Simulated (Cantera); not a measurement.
Charge: 1 mol CH₃OH, 0.47 mol O₂, 22 mol H₂, held at 2325 K and 0.800 bar.

Equilibrium computed with Cantera from the NASA thermochemical tables; the gas is ideal and each condensed phase is pure. Candidate condensed phases: C, C₆H₆, C₇H₈, C₈H₁₈, H₂O; 110 gas species. Equilibrium is a limit: real reactors are often held back by kinetics, nucleation or transport.

Base state: H₂ 0.911, CO 0.0395, H₂O 0.0370, H 0.0117, CO₂ 0.000282, OH 7.95e-5 (mole fractions); condensed: gas only.

Task: What changes in the equilibrium state with this change: temperature from 2325 K to 2600 K?

Result: 
| species | before | after |
|---|---|---|
| H₂ | 0.911 | 0.884 |
| H | 0.0117 | 0.0403 |
| CO | 0.0395 | 0.0389 |
| H₂O | 0.0370 | 0.0362 |
| O | 6.96e-7 | 1.13e-5 |
| OH | 7.95e-5 | 0.000382 |

Task: What changes in the equilibrium state with this change: temperature from 2325 K to 850 K?

Result: 
| species | before | after |
|---|---|---|
| H₂ | 0.911 | 0.876 |
| H₂O | 0.0370 | 0.0812 |
| CH₄ | 4.10e-9 | 0.0410 |
| CO | 0.0395 | 0.00177 |
| H | 0.0117 | <1e-9 |
| OH | 7.95e-5 | <1e-9 |
| CO₂ | 0.000282 | 0.000500 |
